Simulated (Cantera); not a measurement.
Cantera run, input and output.

```python
import numpy as np
import cantera as ct

gas = ct.Solution("gri30.yaml")
gas.TPX = 1475, 101325, {'CO': 0.018, 'O2': 0.051, 'H2O': 0.00029, 'N2': 1, 'H2': 0.0018}
reactor = ct.IdealGasConstPressureReactor(gas, energy="off", clone=False)
net = ct.ReactorNet([reactor])
net.rtol, net.atol = 1e-08, 1e-18
show = ['CO', 'O2', 'H2O', 'H2O2', 'H2', 'NO', 'CO2']
times = np.geomspace(0.0002, 50, 11)

steps = ct.SolutionArray(gas, extra=["t"])
rows = []
print(f"{'t/s':>10s}{'T/K':>9s}{'P/Pa':>11s}" + "".join(f"{s:>11s}" for s in show))
for t in times:
    while net.time < t:
        t_next = net.step()
        steps.append(gas.state, t=t_next)
    rows.append([np.interp(t, steps.t, y) for y in (steps.T, steps.P, *steps(*show).X.T)])
    print(f"{t:10.3e}{rows[-1][0]:9.1f}{rows[-1][1]:11.4g}" + "".join(f"{x:11.3e}" for x in rows[-1][2:]))
rate = np.gradient(steps.T, steps.t)
print("integrator steps:", len(steps.t))
if steps.T.max() > steps.T[0] + 200:
    print(f"time of steepest temperature rise: {steps.t[rate.argmax()]:.4e} s")
gas.TPX = 1475, 101325, {'CO': 0.018, 'O2': 0.051, 'H2O': 0.00029, 'N2': 1, 'H2': 0.0018}
gas.equilibrate("TP")
print(f"equilibrium (TP): T = {gas.T:.1f} K  " + "  ".join(f"{s} {gas[s].X[0]:.3e}" for s in show))
```

It prints:

```
       t/s      T/K       P/Pa         CO         O2        H2O       H2O2         H2         NO        CO2
 2.000e-04   1475.0  1.013e+05  1.666e-02  4.729e-02  4.296e-04  2.136e-08  1.426e-03  2.667e-10  1.493e-04
 6.931e-04   1475.0  1.013e+05  1.012e-02  4.199e-02  1.488e-03  6.287e-08  5.658e-05  1.015e-06  6.721e-03
 2.402e-03   1475.0  1.013e+05  2.607e-03  3.932e-02  1.747e-03  4.755e-08  2.901e-05  4.060e-06  1.432e-02
 8.326e-03   1475.0  1.013e+05  3.509e-04  3.879e-02  1.915e-03  1.224e-08  4.134e-06  5.101e-06  1.661e-02
 2.885e-02   1475.0  1.013e+05  3.331e-05  3.873e-02  1.953e-03  1.871e-09  4.515e-07  5.429e-06  1.693e-02
 1.000e-01   1475.0  1.013e+05  2.723e-06  3.872e-02  1.964e-03  2.837e-10  5.861e-08  5.525e-06  1.696e-02
 3.466e-01   1475.0  1.013e+05  3.897e-07  3.873e-02  1.966e-03  8.179e-11  1.587e-08  5.547e-06  1.696e-02
 1.201e+00   1475.0  1.013e+05  2.881e-07  3.873e-02  1.967e-03  6.987e-11  1.346e-08  5.556e-06  1.696e-02
 4.163e+00   1475.0  1.013e+05  2.881e-07  3.873e-02  1.967e-03  6.986e-11  1.346e-08  5.585e-06  1.696e-02
 1.443e+01   1475.0  1.013e+05  2.881e-07  3.873e-02  1.967e-03  6.986e-11  1.346e-08  5.685e-06  1.696e-02
 5.000e+01   1475.0  1.013e+05  2.881e-07  3.873e-02  1.967e-03  6.986e-11  1.346e-08  6.030e-06  1.696e-02
integrator steps: 1685
equilibrium (TP): T = 1475.0 K  CO 2.890e-07  O2 3.847e-02  H2O 1.967e-03  H2O2 6.965e-11  H2 1.350e-08  NO 5.082e-04  CO2 1.696e-02
```

Model: GRI-Mech 3.0 (53 species, 325 reactions), integrated in Cantera.
